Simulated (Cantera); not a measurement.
**Ignition delay**

Mixture: 10.9 % CH₄, 1.01 % CO, 18.6 % O₂, 69.6 % N₂, equivalence ratio 1.2, at 12.0 bar, adiabatic and at constant volume. Ignition delay is the time to a rise of 400 K.

Cantera simulation using GRI-Mech 3.0 (53 species, 325 reactions); the numbers are that mechanism's predictions, not measurements. The pressure lies above the range GRI-Mech 3.0 was tuned for (to about 10 atm).

```csv
T0 (K),delay (ms)
1098,19.2
1173,6.60
1248,2.53
1323,1.05
1398,0.463
1473,0.215
1548,0.105
```

```yaml
apparent activation energy between 1398 and 1548 K: 180 kJ/mol
```
